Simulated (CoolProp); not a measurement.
A closed Brayton cycle with dry air: compressor inlet 331.15 K and 3.4 MPa, high pressure 6.18 MPa, turbine inlet 625 K, compressor efficiency 0.89, turbine efficiency 0.93, recuperator effectiveness 0.8 (on enthalpy, no pinch check). Each further row changes one setting.

Values from CoolProp's reference Helmholtz-energy equation of state, Lemmon 2000. It is a pseudo-pure fit of the blend.

```
case                           thermal efficiency (%)  net work (kJ/kg)  compressor to turbine work  compressor exit (K)  turbine exit (K)
-----------------------------  ----------------------  ----------------  --------------------------  -------------------  ----------------
as stated                                        18.8              23.4                        0.75                400.9             536.6
turbine inlet 575 K                              14.7              15.8                        0.82                400.9             492.8
compressor inlet 341.15 K                        17.4               [?]                         [?]                  [?]             536.6
high pressure 5.25 MPa                           18.2              19.8                         [?]                380.7             559.5
recuperator effectiveness 0.5                    14.0              23.4                        0.75                400.9             536.6
```

What belongs in the gaps?


- compressor inlet 341.15 K, net work (kJ/kg): 21.2
- compressor inlet 341.15 K, compressor to turbine work: 0.77
- compressor inlet 341.15 K, compressor exit (K): 412.9
- high pressure 5.25 MPa, compressor to turbine work: 0.72
